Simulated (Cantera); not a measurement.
What does this Cantera script print?

```python
import numpy as np
import cantera as ct

gas_names = """
    SiHF3 HF SiF4 H SiH3
""".split()
cond_names = """

""".split()


# ... load() reads the species with a 1 bar reference pressure and builds the phases ...
species = {s.name: s for s in load("nasa_gas.yaml", gas_names) + load("nasa_condensed.yaml", cond_names)}
# Each term lists the table entries of one substance; the one whose range holds T is used.
reactions = {
    'SiHF3(g) + HF(g) = SiF4(g) + 2 H(g)':
        [(-1, ['SiHF3']), (-1, ['HF']), (1, ['SiF4']), (2, ['H'])],
    '4 SiHF3(g) = H(g) + 3 SiF4(g) + SiH3(g)':
        [(-4, ['SiHF3']), (1, ['H']), (3, ['SiF4']), (1, ['SiH3'])],
}


def pick(names, T):
    return next(species[n] for n in names if species[n].thermo.min_temp <= T <= species[n].thermo.max_temp)


results = []
for label, terms in reactions.items():
    print(label)
    print("     T/K   dH/kJ  dS/(J/K)   dG/kJ   log10 K")
    for T in [2348, 2448, 2548, 2648, 2748, 2848, 2948]:
        used = [(nu, pick(names, T)) for nu, names in terms]
        dH = sum(nu * s.thermo.h(T) for nu, s in used) / 1e6
        dS = sum(nu * s.thermo.s(T) for nu, s in used) / 1e3
        dG = dH - T * dS / 1e3
        logK = -dG * 1e6 / (ct.gas_constant * T * np.log(10))
        results.append((label, T, dH, dS, dG, logK, [s.name for _, s in used]))
        print(f"{T:8g} {dH:8.1f} {dS:8.1f} {dG:8.1f} {logK:8.2f}")
```

It prints:

```
SiHF3(g) + HF(g) = SiF4(g) + 2 H(g)
     T/K   dH/kJ  dS/(J/K)   dG/kJ   log10 K
    2348    323.6     95.9     98.3    -2.19
    2448    324.3     96.3     88.7    -1.89
    2548    325.1     96.6     79.0    -1.62
    2648    325.8     96.8     69.4    -1.37
    2748    326.5     97.1     59.7    -1.13
    2848    327.1     97.3     50.0    -0.92
    2948    327.8     97.5     40.2    -0.71
4 SiHF3(g) = H(g) + 3 SiF4(g) + SiH3(g)
     T/K   dH/kJ  dS/(J/K)   dG/kJ   log10 K
    2348    396.7     90.3    184.7    -4.11
    2448    396.6     90.2    175.7    -3.75
    2548    396.4     90.2    166.7    -3.42
    2648    396.2     90.1    157.7    -3.11
    2748    396.0     90.0    148.7    -2.83
    2848    395.8     89.9    139.7    -2.56
    2948    395.6     89.8    130.7    -2.32
```

Standard-state values (1 bar) from the NASA 1993 polynomials, evaluated with Cantera. Condensed species are held in their standard states even where they would react or evaporate.
